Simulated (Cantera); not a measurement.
A diamond (100) surface in a fixed gas of H2 with x(CH4) = 0.025, x(H) = 0.0027, x(CH3) = 0.0018, at 1075 K; coverages are run to steady state.

Model: the Harris–Goodwin 1993 mechanism for the reconstructed diamond (100) surface, integrated in Cantera.

θ: site fractions in the mechanism's names (c6HH fully hydrogenated, c6H* and c6*H radical sites, c6** diradical, c6HM methylated).

| P (Pa) | growth (µm/h) | θ c6HH | θ c6H* | θ c6*H | θ c6** | θ c6HM |
|---|---|---|---|---|---|---|
| 540 | 1.44 | 0.496 | 0.0233 | 0.392 | 0.0122 | 0.0494 |
| 870 | ___ | 0.482 | 0.0226 | 0.380 | 0.0118 | ___ |
| 1400 | 6.30 | 0.466 | 0.0218 | 0.367 | 0.0114 | 0.0894 |
| 2300 | ___ | 0.449 | 0.0210 | 0.352 | 0.0109 | ___ |
| 3700 | 23.7 | 0.434 | 0.0202 | 0.340 | 0.0105 | 0.131 |
| 6000 | 42.8 | 0.422 | 0.0196 | 0.330 | 0.0102 | 0.147 |
| 9700 | 74.5 | 0.413 | 0.0192 | 0.322 | 0.00998 | 0.159 |
| 16000 | 129 | 0.407 | 0.0189 | 0.317 | 0.00982 | 0.167 |

**Question.** Complete the blanks.

**Answer.** 
- 870, growth (µm/h): 3.07
- 870, θ c6HM: 0.0682
- 2300, growth (µm/h): 12.7
- 2300, θ c6HM: 0.112
